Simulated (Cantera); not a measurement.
An isothermal, constant-pressure homogeneous reactor starts with C2H6 : N2 = 1 : 130 (molar parts), at 1650 K and 1.80 bar. Integrator tolerance rtol = 1e-08.

Model: GRI-Mech 3.0 (53 species, 325 reactions), integrated in Cantera. GRI-Mech 3.0 stops at C3 and has no aromatics, soot or wall deposition, so with more carbon than oxygen in the feed, carbon stays in small species such as C2H2 where larger ones or solid carbon would form.

Q: What does this change do: pressure from 1.80 bar to 0.000540 bar?

A: 
```
quantity                                             before                                      after
-----------------  ----------------------------------------  -----------------------------------------
x(C2H6) at 3.00 s  4.46e-9 (gas-phase equilibrium 1.01e-10)     5.49e-9 (gas-phase equilibrium <1e-12)
x(H2) at 3.00 s       0.0148 (gas-phase equilibrium 0.0150)      0.0144 (gas-phase equilibrium 0.0148)
x(C2H) at 3.00 s    1.81e-8 (gas-phase equilibrium 1.53e-9)    3.80e-7 (gas-phase equilibrium 8.89e-8)
x(C2H4) at 3.00 s   1.44e-5 (gas-phase equilibrium 1.22e-6)   8.12e-6 (gas-phase equilibrium 3.63e-10)
x(H) at 3.00 s      8.29e-6 (gas-phase equilibrium 8.35e-6)  0.000172 (gas-phase equilibrium 0.000479)
x(CH4) at 3.00 s   0.000115 (gas-phase equilibrium 1.62e-5)   0.000328 (gas-phase equilibrium 4.76e-9)
```
Radical loss at walls, strong at low pressure, is not modelled.
